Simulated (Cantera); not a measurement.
What does this Cantera script print?

```python
import numpy as np
import cantera as ct

gas = ct.Solution("gri30.yaml")
gas.TPX = 1275, 11000, {'N2O': 1, 'H2O': 0.0072}
inlet = ct.Reservoir(gas, clone=True)

reactor = ct.IdealGasConstPressureReactor(gas, energy="off", clone=False)
exhaust = ct.Reservoir(gas, clone=True)
tau = [0.89, 0.47, 0.25, 0.13, 0.071, 0.037, 0.02, 0.011, 0.0056][0]
for a, b in ((inlet, reactor), (reactor, exhaust)):
    ct.MassFlowController(a, b, mdot=lambda t: reactor.mass / tau)
net = ct.ReactorNet([reactor])
show = ['N2O', 'H2O', 'NO', 'H', 'NO2']

rows = []
print(f"{'tau/s':>10s}{'T/K':>9s}" + "".join(f"{s:>11s}" for s in show))
for tau in [0.89, 0.47, 0.25, 0.13, 0.071, 0.037, 0.02, 0.011, 0.0056]:
    net.initial_time = 0.0
    net.advance(30 * tau)
    before = gas.X
    net.advance(40 * tau)
    drift = np.max(np.abs(gas.X - before) / (gas.X + 1e-9))
    rows.append([gas.T, *gas[show].X, drift])
    print(f"{tau:10.3e}{gas.T:9.1f}" + "".join(f"{x:11.3e}" for x in gas[show].X))
```

Output:

```
     tau/s      T/K        N2O        H2O         NO          H        NO2
 8.900e-01   1275.0  7.344e-01  6.522e-03  2.139e-02  4.929e-09  3.035e-04
 4.700e-01   1275.0  8.366e-01  6.767e-03  1.289e-02  4.586e-09  3.089e-04
 2.500e-01   1275.0  9.029e-01  6.925e-03  7.382e-03  4.326e-09  2.833e-04
 1.300e-01   1275.0  9.438e-01  7.023e-03  3.993e-03  4.077e-09  2.288e-04
 7.100e-02   1275.0  9.654e-01  7.075e-03  2.224e-03  3.812e-09  1.650e-04
 3.700e-02   1275.0  9.783e-01  7.107e-03  1.178e-03  3.446e-09  9.877e-05
 2.000e-02   1275.0  9.850e-01  7.124e-03  6.492e-04  3.007e-09  5.110e-05
 1.100e-02   1275.0  9.885e-01  7.133e-03  3.657e-04  2.500e-09  2.235e-05
 5.600e-03   1275.0  9.906e-01  7.139e-03  1.913e-04  1.859e-09  6.692e-06
```

Cantera simulation using GRI-Mech 3.0 (53 species, 325 reactions); the numbers are that mechanism's predictions, not measurements. GRI-Mech 3.0 was tuned for natural gas; its chemistry of N2O as a main component is partial and can be far from experiment. The mechanism lacks the step 2 NO + O2 → 2 NO2, which can matter for NO2 below about 1400 K. The temperature is held fixed by assumption; the heat of reaction is taken as removed at once.
